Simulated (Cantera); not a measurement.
Silicon carbide growth: Si(CH₃)₄ + HCl + H₂

Charge: 1 mol Si(CH₃)₄, 0.13 mol HCl, 28 mol H₂, equilibrated at 18.0 Torr.

Cantera equilibrium calculation (NASA polynomials, part measured and part estimated; ideal gas, pure solids and liquids). Candidate condensed phases: C, C₆H₆, C₇H₈, C₈H₁₈, Si, SiC; 109 gas species. Equilibrium is a limit: real reactors are often held back by kinetics, nucleation or transport.

From 1000 K to 2000 K the condensed part is C(graphite) + SiC(s). The main Si-bearing gas is SiHCl₃ at 1000 K and Si at 2000 K.

```tsv
T (K)	x H₂	x H	x HCl	x CH₄	x C₂H₂ (acetylene)	n C(graphite)	n SiC(s)
1000	0.994	1.46e-8	0.00382	0.00226	1.13e-9	2.92	1.000
1100	0.995	1.67e-7	0.00381	0.000853	1.33e-8	2.97	1.000
1200	0.996	1.27e-6	0.00381	0.000376	1.02e-7	2.99	1.000
1300	0.996	7.13e-6	0.00381	0.000187	5.74e-7	2.99	1.000
1400	0.996	3.13e-5	0.00381	0.000103	2.51e-6	3.00	1.000
1500	0.996	0.000113	0.00381	6.12e-5	8.99e-6	3.00	1.000
1600	0.996	0.000350	0.00381	3.89e-5	2.74e-5	3.00	1.000
1700	0.995	0.000949	0.00380	2.60e-5	7.30e-5	2.99	1.000
1800	0.994	0.00230	0.00380	1.82e-5	0.000174	2.99	1.000
1900	0.991	0.00510	0.00378	1.32e-5	0.000378	2.97	0.999
2000	0.985	0.0104	0.00375	9.88e-6	0.000757	2.95	0.996
```
x: gas mole fraction; n: condensed amount in mol.
